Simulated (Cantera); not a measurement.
# Pyrogenic steam for wet oxidation

A perfectly stirred reactor is fed with 3.06 % H₂, 37.3 % O₂, 59.7 % N₂, equivalence ratio 0.041, at 0.316 atm; it is held at 973 K, and followed from long to short residence time.

Model: GRI-Mech 3.0 (53 species, 325 reactions), integrated in Cantera.

| τ (s) | x H₂ | x O₂ | x OH | x HO₂ | x H₂O |
|---|---|---|---|---|---|
| 18 | 7.59e-5 | 0.363 | 4.52e-6 | 1.62e-6 | 0.0310 |
| 4.3 | 0.000189 | 0.363 | 7.27e-6 | 3.41e-6 | 0.0309 |
| 1.0 | 0.000439 | 0.363 | 1.29e-5 | 6.71e-6 | 0.0306 |
| 0.25 | 0.000908 | 0.363 | 2.40e-5 | 1.21e-5 | 0.0301 |
| 0.061 | 0.00181 | 0.364 | 4.77e-5 | 2.05e-5 | 0.0292 |
| 0.015 | 0.00344 | 0.364 | 9.66e-5 | 3.20e-5 | 0.0275 |
| 0.0036 | 0.00641 | 0.365 | 0.000195 | 4.51e-5 | 0.0244 |
| 0.00087 | 0.0115 | 0.366 | 0.000359 | 5.60e-5 | 0.0190 |
| 0.00021 | 0.0195 | 0.369 | 0.000499 | 6.03e-5 | 0.0106 |
x: mole fraction; the columns are a selection and need not sum to one.
